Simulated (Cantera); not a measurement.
An adiabatic, constant-pressure homogeneous reactor starts with CH₄ : C₂H₆ : C₃H₈ : O₂ : N₂ = 1 : 0.04 : 1.4 : 4.81 : 18.1 (molar parts), at 1150 K and 4800 Torr. Integrator tolerance rtol = 1e-08.

Detailed kinetics in Cantera: GRI-Mech 3.0 (53 species, 325 reactions). GRI-Mech 3.0 was tuned for natural gas; its chemistry of propane as a main component is partial and can be far from experiment.

```
quantity                                                              before                                      after
---------------------------------  -----------------------------------------  -----------------------------------------
time of steepest temperature rise                                    6.26 ms                                    5.64 ms
temperature at 0.400 s                                                2362 K                                     2536 K
equilibrium temperature                                               2362 K                                     2536 K
x(CH₄) at 0.400 s                  6.71e-10 (gas-phase equilibrium 7.54e-10)  5.64e-11 (gas-phase equilibrium 6.33e-11)
x(C₂H₆) at 0.400 s                     <1e-12 (gas-phase equilibrium <1e-12)      <1e-12 (gas-phase equilibrium <1e-12)
x(C₃H₈) at 0.400 s                     <1e-12 (gas-phase equilibrium <1e-12)      <1e-12 (gas-phase equilibrium <1e-12)
x(HCN) at 0.400 s                    6.11e-7 (gas-phase equilibrium 6.11e-7)    2.24e-7 (gas-phase equilibrium 2.24e-7)
x(CO₂) at 0.400 s                      0.0227 (gas-phase equilibrium 0.0227)      0.0333 (gas-phase equilibrium 0.0333)
```

Q: Name the change that produced these shifts.
(A) C3H8 1.4 to 3.2 parts
(B) pressure from 4800 Torr to 7500 Torr
(C) pressure from 4800 Torr to 760 Torr
(D) CH4 1 to 0.35 parts

A: D, CH4 1 to 0.35 parts
